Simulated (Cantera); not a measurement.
Low-pressure radical oxidation in H2/O2

An isothermal, constant-pressure homogeneous reactor starts with H2 : O2 = 0.22 : 1 (molar parts), at 1423 K and 2670 Pa.

Computed with Cantera and the H2/O2 subset of GRI-Mech 3.0, which has no nitrogen chemistry. Radical loss at walls, strong at low pressure, is not modelled. The temperature is held fixed by assumption; the heat of reaction is taken as removed at once.

```json
[
 {"t (s)": "5.00e-6", "x H2": "0.180", "x O2": "0.820", "x H2O2": "1.82e-11", "x OH": "8.26e-9", "x HO2": "4.73e-8", "x H": "4.07e-8", "x O": "8.74e-9"},
 {"t (s)": "1.61e-5", "x H2": "0.180", "x O2": "0.820", "x H2O2": "1.87e-10", "x OH": "6.29e-8", "x HO2": "1.52e-7", "x H": "1.36e-7", "x O": "7.22e-8"},
 {"t (s)": "5.18e-5", "x H2": "0.180", "x O2": "0.820", "x H2O2": "1.88e-9", "x OH": "8.37e-7", "x HO2": "4.90e-7", "x H": "1.30e-6", "x O": "1.02e-6"},
 {"t (s)": "0.000167", "x H2": "0.178", "x O2": "0.818", "x H2O2": "1.92e-8", "x OH": "0.000496", "x HO2": "2.52e-6", "x H": "0.000748", "x O": "0.000612"},
 {"t (s)": "0.000537", "x H2": "0.00839", "x O2": "0.701", "x H2O2": "3.39e-7", "x OH": "0.0172", "x HO2": "9.67e-6", "x H": "0.0460", "x O": "0.0857"},
 {"t (s)": "0.00173", "x H2": "0.00729", "x O2": "0.718", "x H2O2": "3.51e-7", "x OH": "0.0163", "x HO2": "9.92e-6", "x H": "0.0354", "x O": "0.0716"},
 {"t (s)": "0.00557", "x H2": "0.00442", "x O2": "0.755", "x H2O2": "3.45e-7", "x OH": "0.0130", "x HO2": "9.76e-6", "x H": "0.0150", "x O": "0.0401"},
 {"t (s)": "0.0179", "x H2": "0.00106", "x O2": "0.790", "x H2O2": "2.17e-7", "x OH": "0.00647", "x HO2": "6.06e-6", "x H": "0.00162", "x O": "0.00908"},
 {"t (s)": "0.0578", "x H2": "0.000123", "x O2": "0.800", "x H2O2": "7.63e-8", "x OH": "0.00222", "x HO2": "1.49e-6", "x H": "6.28e-5", "x O": "0.00104"},
 {"t (s)": "0.186", "x H2": "1.62e-5", "x O2": "0.801", "x H2O2": "2.31e-8", "x OH": "0.000809", "x HO2": "3.03e-7", "x H": "3.02e-6", "x O": "0.000137"},
 {"t (s)": "0.599", "x H2": "3.06e-6", "x O2": "0.802", "x H2O2": "7.65e-9", "x OH": "0.000353", "x HO2": "1.42e-7", "x H": "2.50e-7", "x O": "2.60e-5"},
 {"t (s)": "1.93", "x H2": "1.03e-6", "x O2": "0.802", "x H2O2": "4.05e-9", "x OH": "0.000205", "x HO2": "1.61e-7", "x H": "4.93e-8", "x O": "8.81e-6"},
 {"t (s)": "6.21", "x H2": "8.72e-7", "x O2": "0.802", "x H2O2": "3.76e-9", "x OH": "0.000189", "x HO2": "1.69e-7", "x H": "3.83e-8", "x O": "7.43e-6"},
 {"t (s)": "20.0", "x H2": "8.72e-7", "x O2": "0.802", "x H2O2": "3.76e-9", "x OH": "0.000188", "x HO2": "1.69e-7", "x H": "3.82e-8", "x O": "7.43e-6"}
]
```
x: mole fraction; the columns are a selection and need not sum to one.

Equilibrium at this temperature and pressure: H2 8.72e-7, O2 0.802, H2O2 3.76e-9, OH 0.000188, HO2 1.69e-7, H 3.82e-8, O 7.43e-6 (gas phase only).
